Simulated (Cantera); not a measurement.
An isothermal, constant-pressure homogeneous reactor starts with H₂ : O₂ : N₂ = 0.044 : 1 : 1.2 (molar parts), equivalence ratio 0.022, at 923 K and 4.73 Torr. Integrator tolerance rtol = 1e-08.

Model: the H2/O2 subset of GRI-Mech 3.0, which has no nitrogen chemistry, integrated in Cantera. Radical loss at walls, strong at low pressure, is not modelled. Below about 950 K walls govern HO2 and H2O2 in real vessels.

### Question
What does this change do: pressure from 4.73 Torr to 1.43 Torr?

### Answer
| quantity | before | after |
|---|---|---|
| x(H₂) at 2.00 s | 2.51e-6 (gas-phase equilibrium 2.76e-12) | 0.000106 (gas-phase equilibrium 5.02e-12) |
| x(O₂) at 2.00 s | 0.440 (gas-phase equilibrium 0.440) | 0.438 (gas-phase equilibrium 0.440) |
| x(H₂O₂) at 2.00 s | 8.97e-9 (gas-phase equilibrium 1.01e-12) | 3.52e-9 (gas-phase equilibrium <1e-12) |
| x(H₂O) at 2.00 s | 0.0198 (gas-phase equilibrium 0.0198) | 0.0191 (gas-phase equilibrium 0.0198) |
| x(H) at 2.00 s | 1.86e-6 (gas-phase equilibrium <1e-12) | 0.000916 (gas-phase equilibrium <1e-12) |
| x(OH) at 2.00 s | 3.06e-5 (gas-phase equilibrium 4.29e-8) | 0.000248 (gas-phase equilibrium 5.80e-8) |
| x(HO₂) at 2.00 s | 2.25e-7 (gas-phase equilibrium 5.36e-11) | 4.05e-7 (gas-phase equilibrium 3.97e-11) |
